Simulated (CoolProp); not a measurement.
A closed Brayton cycle with dry air: compressor inlet 325.15 K and 2.7 MPa, high pressure 7.65 MPa, turbine inlet 935 K, compressor efficiency 0.8, turbine efficiency 0.85, recuperator effectiveness 0 (on enthalpy, no pinch check). Each further row changes one setting.

Model: reference Helmholtz-energy equation of state, Lemmon 2000, in CoolProp. It is a pseudo-pure fit of the blend.

```csv
case,thermal efficiency (%),net work (kJ/kg),compressor to turbine work,compressor exit (K),turbine exit (K)
as stated,13.4,68.6,0.68,465.9,746.9
turbine inlet 885 K,12.5,57.1,0.71,465.9,705.4
compressor inlet 335.15 K,12.9,64.0,0.70,480.0,746.9
high pressure 6.5 MPa,12.0,64.5,0.65,441.2,773.5
recuperator effectiveness 0.5,18.9,68.6,0.68,465.9,746.9
```
